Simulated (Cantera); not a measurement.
Input (Python, Cantera):

```python
import numpy as np
import cantera as ct

gas = ct.Solution("h2o2.yaml")
gas.TPX = 925, 170, {'H2': 0.026, 'O2': 1}
reactor = ct.IdealGasConstPressureReactor(gas, energy="off", clone=False)
net = ct.ReactorNet([reactor])
net.rtol, net.atol = 1e-08, 1e-18
show = ['H2', 'O2', 'O', 'H2O', 'H', 'H2O2']
times = np.geomspace(1e-05, 200, 14)

steps = ct.SolutionArray(gas, extra=["t"])
rows = []
print(f"{'t/s':>10s}{'T/K':>9s}{'P/Pa':>11s}" + "".join(f"{s:>11s}" for s in show))
for t in times:
    while net.time < t:
        t_next = net.step()
        steps.append(gas.state, t=t_next)
    rows.append([np.interp(t, steps.t, y) for y in (steps.T, steps.P, *steps(*show).X.T)])
    print(f"{t:10.3e}{rows[-1][0]:9.1f}{rows[-1][1]:11.4g}" + "".join(f"{x:11.3e}" for x in rows[-1][2:]))
rate = np.gradient(steps.T, steps.t)
print("integrator steps:", len(steps.t))
if steps.T.max() > steps.T[0] + 200:
    print(f"time of steepest temperature rise: {steps.t[rate.argmax()]:.4e} s")
gas.TPX = 925, 170, {'H2': 0.026, 'O2': 1}
gas.equilibrate("TP")
print(f"equilibrium (TP): T = {gas.T:.1f} K  " + "  ".join(f"{s} {gas[s].X[0]:.3e}" for s in show))
```

Output:

```
       t/s      T/K       P/Pa         H2         O2          O        H2O          H       H2O2
 1.000e-05    925.0        170  2.534e-02  9.747e-01  9.790e-17  2.435e-19  3.309e-14  2.196e-21
 3.644e-05    925.0        170  2.534e-02  9.747e-01  1.246e-15  1.015e-17  1.197e-13  2.811e-20
 1.328e-04    925.0        170  2.534e-02  9.747e-01  1.573e-14  4.014e-16  4.254e-13  3.618e-19
 4.840e-04    925.0        170  2.534e-02  9.747e-01  1.957e-13  1.744e-14  1.427e-12  4.807e-18
 1.764e-03    925.0        170  2.534e-02  9.747e-01  2.166e-12  6.403e-13  4.319e-12  6.368e-17
 6.428e-03    925.0        170  2.534e-02  9.747e-01  2.325e-11  1.806e-11  1.604e-11  8.480e-16
 2.343e-02    925.0        170  2.534e-02  9.747e-01  7.506e-10  1.013e-09  3.358e-10  1.147e-14
 8.537e-02    925.0        170  2.529e-02  9.746e-01  2.534e-05  3.667e-05  1.117e-05  1.292e-11
 3.111e-01    925.0        170  2.965e-04  9.592e-01  1.299e-02  2.271e-02  4.185e-03  4.967e-09
 1.134e+00    925.0        170  1.268e-04  9.669e-01  6.673e-03  2.453e-02  1.375e-03  4.660e-09
 4.132e+00    925.0        170  2.450e-05  9.729e-01  1.317e-03  2.548e-02  1.166e-04  4.821e-09
 1.506e+01    925.0        170  2.220e-06  9.742e-01  1.246e-04  2.563e-02  3.367e-06  3.651e-09
 5.488e+01    925.0        170  1.880e-07  9.743e-01  1.108e-05  2.566e-02  8.946e-08  1.757e-09
 2.000e+02    925.0        170  2.134e-08  9.743e-01  1.307e-06  2.566e-02  3.635e-09  6.531e-10
integrator steps: 1957
equilibrium (TP): T = 925.0 K  H2 4.960e-12  O2 9.743e-01  O 3.228e-10  H2O 2.567e-02  H 1.416e-14  H2O2 1.043e-12
```

Detailed kinetics in Cantera: the H2/O2 subset of GRI-Mech 3.0, which has no nitrogen chemistry. Radical loss at walls, strong at low pressure, is not modelled. Below about 950 K walls govern HO2 and H2O2 in real vessels.
